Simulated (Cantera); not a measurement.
## Equilibrium for silicon nitride deposition: SiH2Cl2 + N2 + H2 + NH3

A closed system holds: 1 mol SiH2Cl2, 7.6 mol N2, 1.6 mol H2, 0.91 mol NH3, held at 552 °C and 47.0 Pa.

Cantera equilibrium calculation (NASA polynomials, part measured and part estimated; ideal gas, pure solids and liquids). Candidate condensed phases: NH4Cl, Si, Si3N4; 28 gas species. The numbers say what is thermodynamically allowed, not how fast it happens.

The x(N2) is 0.599, the x(H2) comes out as 0.242 and the x(HCl) is 0.159. The x(SiCl4) is 0.000852 and the x(SiHCl3) comes out as 1.61e-6. The n(Si3N4(s)) is 0.330 mol, the gas amount is 12.35 mol and the log10 activity of Si(s) (absent) comes out as -7.58.
